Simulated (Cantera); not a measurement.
**Premixed flame**

A freely propagating, adiabatic, planar premixed flame of CH4 : O2 : N2 = 1 : 2.2 : 8.26 (molar parts), unburnt at 523 K and 0.118 atm; mixture-averaged transport, grid criteria slope 0.08 and curve 0.16, no radiation.

Cantera simulation using GRI-Mech 3.0 (53 species, 325 reactions); the numbers are that mechanism's predictions, not measurements. Burning velocities carry a grid error of a few per cent, more on coarse grids.

```json
[
 {"z (mm)": "-6.89", "T (K)": "523", "u (m/s)": "1.44", "x CH4": "0.0872", "x O2": "0.192", "x NO": "<1e-8", "x H2O2": "<1e-8", "x HO2": "1.46e-7", "x CO": "2.58e-7"},
 {"z (mm)": "-4.60", "T (K)": "523", "u (m/s)": "1.44", "x CH4": "0.0871", "x O2": "0.192", "x NO": "<1e-8", "x H2O2": "6.62e-8", "x HO2": "2.88e-6", "x CO": "6.44e-6"},
 {"z (mm)": "-3.45", "T (K)": "526", "u (m/s)": "1.45", "x CH4": "0.0867", "x O2": "0.191", "x NO": "<1e-8", "x H2O2": "3.80e-7", "x HO2": "1.36e-5", "x CO": "4.83e-5"},
 {"z (mm)": "-2.30", "T (K)": "561", "u (m/s)": "1.55", "x CH4": "0.0843", "x O2": "0.188", "x NO": "2.97e-8", "x H2O2": "1.66e-6", "x HO2": "4.29e-5", "x CO": "0.000813"},
 {"z (mm)": "-1.15", "T (K)": "871", "u (m/s)": "2.45", "x CH4": "0.0645", "x O2": "0.165", "x NO": "4.63e-7", "x H2O2": "2.09e-6", "x HO2": "4.27e-5", "x CO": "0.0114"},
 {"z (mm)": "-0.575", "T (K)": "1253", "u (m/s)": "3.57", "x CH4": "0.0367", "x O2": "0.128", "x NO": "1.35e-6", "x H2O2": "2.40e-6", "x HO2": "0.000120", "x CO": "0.0297"},
 {"z (mm)": "0", "T (K)": "1623", "u (m/s)": "4.67", "x CH4": "0.00991", "x O2": "0.0821", "x NO": "3.18e-6", "x H2O2": "7.25e-7", "x HO2": "0.000114", "x CO": "0.0492"},
 {"z (mm)": "0.575", "T (K)": "1774", "u (m/s)": "5.12", "x CH4": "0.00104", "x O2": "0.0539", "x NO": "5.48e-6", "x H2O2": "1.39e-7", "x HO2": "1.79e-5", "x CO": "0.0510"},
 {"z (mm)": "1.15", "T (K)": "1806", "u (m/s)": "5.20", "x CH4": "5.95e-5", "x O2": "0.0429", "x NO": "6.98e-6", "x H2O2": "8.48e-8", "x HO2": "2.63e-6", "x CO": "0.0437"},
 {"z (mm)": "2.30", "T (K)": "1828", "u (m/s)": "5.24", "x CH4": "1.87e-7", "x O2": "0.0370", "x NO": "8.37e-6", "x H2O2": "8.01e-8", "x HO2": "1.59e-6", "x CO": "0.0332"},
 {"z (mm)": "4.60", "T (K)": "1854", "u (m/s)": "5.29", "x CH4": "<1e-8", "x O2": "0.0344", "x NO": "1.01e-5", "x H2O2": "7.23e-8", "x HO2": "1.43e-6", "x CO": "0.0265"},
 {"z (mm)": "9.19", "T (K)": "1889", "u (m/s)": "5.38", "x CH4": "<1e-8", "x O2": "0.0332", "x NO": "1.32e-5", "x H2O2": "6.22e-8", "x HO2": "1.30e-6", "x CO": "0.0245"},
 {"z (mm)": "18.4", "T (K)": "1941", "u (m/s)": "5.50", "x CH4": "<1e-8", "x O2": "0.0318", "x NO": "1.95e-5", "x H2O2": "4.96e-8", "x HO2": "1.14e-6", "x CO": "0.0233"}
]
```
x: mole fraction of selected species; z is measured from the peak of heat release.

The laminar burning velocity is 144 cm/s and the thermal thickness comes out as 2.30 mm. The peak x(H2O2) is 2.41e-6 and the peak x(HO2) is 0.000150. The peak x(CO) is 0.0525. The grid points comes out as 160.
